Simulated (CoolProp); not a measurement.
Nitrous oxide at several states: density (kg/m³) from the reference equation and from simpler models built on Tc = 309.5 K, pc = 7.245 MPa, ω = 0.161; each cubic takes its own stable root.

Values from CoolProp's reference Helmholtz-energy equation of state, Lemmon 2006. It is a short technical equation, of lower accuracy than the large ones.

```json
[
 {"T (K)": "313.5", "p (MPa)": "0.245", "phase": "gas", "reference": "4.184", "van der Waals": "4.178", "Redlich-Kwong": "4.184", "Soave-Redlich-Kwong": "4.183", "Peng-Robinson": "4.189"},
 {"T (K)": "396.3", "p (MPa)": "2.43", "phase": "gas", "reference": "34.23", "van der Waals": "34.36", "Redlich-Kwong": "34.36", "Soave-Redlich-Kwong": "34.13", "Peng-Robinson": "34.47"},
 {"T (K)": "395", "p (MPa)": "0.117", "phase": "gas", "reference": "1.572", "van der Waals": "1.572", "Redlich-Kwong": "1.572", "Soave-Redlich-Kwong": "1.572", "Peng-Robinson": "1.572"},
 {"T (K)": "289.9", "p (MPa)": "0.517", "phase": "gas", "reference": "9.743", "van der Waals": "9.686", "Redlich-Kwong": "9.732", "Soave-Redlich-Kwong": "9.737", "Peng-Robinson": "9.766"},
 {"T (K)": "443.2", "p (MPa)": "0.0726", "phase": "gas", "reference": "0.8680", "van der Waals": "0.8682", "Redlich-Kwong": "0.8681", "Soave-Redlich-Kwong": "0.8679", "Peng-Robinson": "0.8681"},
 {"T (K)": "198.5", "p (MPa)": "0.79", "phase": "liquid", "reference": "1190", "van der Waals": "23.41", "Redlich-Kwong": "1087", "Soave-Redlich-Kwong": "1107", "Peng-Robinson": "1251"}
]
```

At some of these states van der Waals gives the other phase, because its saturation line lies elsewhere.
